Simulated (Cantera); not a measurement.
A freely propagating, adiabatic, planar premixed flame of 7.24 % CH₄, 0.246 % C₂H₆, 19.4 % O₂, 73.1 % N₂, unburnt at 698 K and 0.470 bar; mixture-averaged transport, grid criteria slope 0.08 and curve 0.16, no radiation.

Cantera simulation using GRI-Mech 3.0 (53 species, 325 reactions); the numbers are that mechanism's predictions, not measurements. Burning velocities carry a grid error of a few per cent, more on coarse grids.

x: mole fraction of selected species; z is measured from the peak of heat release.

```
z (mm)  T (K)  u (m/s)     x CH₄    x C₂H₆    x O₂   x H₂O₂       x H     x H₂O
------  -----  -------  --------  --------  ------  -------  --------  --------
-1.91     698     1.82    0.0723   0.00246   0.194    <1e-8     <1e-8   2.32e-5
-1.27     699     1.83    0.0722   0.00246   0.194        …   2.23e-8  0.000217
-0.953    703     1.84    0.0718   0.00245   0.193        …   3.31e-7  0.000878
-0.636    732     1.92    0.0697   0.00244   0.190        …   7.59e-6   0.00514
-0.318    985     2.62    0.0538   0.00227   0.170  6.17e-6  0.000221    0.0339
-0.159   1321     3.55    0.0318   0.00126   0.137  6.22e-6   0.00107    0.0694
0        1667     4.52   0.00887  0.000106  0.0948        …   0.00357     0.107
0.159    1817     4.93  0.000903   6.58e-7  0.0684        …   0.00646     0.125
0.318    1855     5.03   4.94e-5     <1e-8  0.0583        …   0.00805     0.129
0.636    1895     5.11   2.27e-7     <1e-8  0.0525        …   0.00872     0.129
1.27     1950     5.23     <1e-8     <1e-8  0.0493        …   0.00772     0.130
2.54     2019     5.39     <1e-8     <1e-8  0.0473        …   0.00546     0.134
5.08     2097     5.57     <1e-8     <1e-8  0.0453        …   0.00316     0.138
```

### Question
Fill in the missing entries.

### Answer

- -1.27, x H₂O₂: 7.74e-8
- -0.953, x H₂O₂: 3.58e-7
- -0.636, x H₂O₂: 1.93e-6
- 0, x H₂O₂: 1.21e-6
- 0.159, x H₂O₂: 3.18e-7
- 0.318, x H₂O₂: 2.36e-7
- 0.636, x H₂O₂: 2.11e-7
- 1.27, x H₂O₂: 1.72e-7
- 2.54, x H₂O₂: 1.30e-7
- 5.08, x H₂O₂: 9.59e-8
